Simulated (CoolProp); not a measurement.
The numbers come from the reference Helmholtz-energy equation of state, Schroeder 2014 in CoolProp.

Task: Give the vapour pressure (kPa), vapour density (kg/m³), liquid cp (kJ/(kg K)) of saturated ethanol at 36.85 °C.

Result: 
```json
[
 {"T (°C)": "36.85", "p (kPa)": "15.2", "vapour density (kg/m³)": "0.274", "liquid cp (kJ/(kg K))": "2.53"}
]
```
